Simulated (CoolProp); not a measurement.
n-hexane along the isobar 2.6 MPa: Z from the reference equation and from simpler models built on Tc = 507.8 K, pc = 3.044 MPa, ω = 0.300; each cubic takes its own stable root.

Values from CoolProp's reference Helmholtz-energy equation of state, Thol 2019.

```
T (K)   phase  reference  van der Waals  Soave-Redlich-Kwong  Peng-Robinson
-----  ------  ---------  -------------  -------------------  -------------
442.2  liquid     0.1214         0.2009               0.1393         0.1232
464.7  liquid     0.1250         0.2081               0.1473         0.1305
487.3  liquid     0.1355         0.2341               0.1681         0.1497
509.8     gas     0.5904         0.6413               0.6090         0.5817
532.4     gas     0.6875         0.7031               0.7003         0.6740
554.9     gas     0.7475         0.7463               0.7588         0.7335
577.5     gas     0.7909         0.7795               0.8019         0.7777
600       gas     0.8240         0.8060               0.8353         0.8120
```
